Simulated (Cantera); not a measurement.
Charge: 1 mol SiC, 2 mol O2, 6.4 mol H2, 4.7 mol CO2, held at 1.00 bar.

These are equilibrium values from Cantera (NASA tables, ideal gas, pure condensed phases), not measurements of a reactor. Candidate condensed phases: C, C6H6, C7H8, C8H18, H2O, Si, SiC, SiO2; 123 gas species. The tables hold silica as quartz up to 1696 K and as liquid above; real silica turns to tridymite and cristobalite and melts near 1996 K. Gases not in the tables: Si(OH)4. Kinetics and transport are ignored.

Task: Which condensed phases are stable at each of these points (T (K)): 1125, 1225, 1325, 1425, 1525, 1625, 1725?

Result: 
| T (K) | condensed phases | Si condensed (%) |
|---|---|---|
| 1125 | SiO2(β-quartz) | 100.0 |
| 1225 | SiO2(β-quartz) | 100.0 |
| 1325 | SiO2(β-quartz) | 100.0 |
| 1425 | SiO2(β-quartz) | 100.0 |
| 1525 | SiO2(β-quartz) | 100.0 |
| 1625 | SiO2(β-quartz) | 100.0 |
| 1725 | SiO2(condensed) | 100.0 |

From 1125 K to 1625 K the condensed part is SiO2(β-quartz). At 1725 K the condensed part is SiO2(condensed).
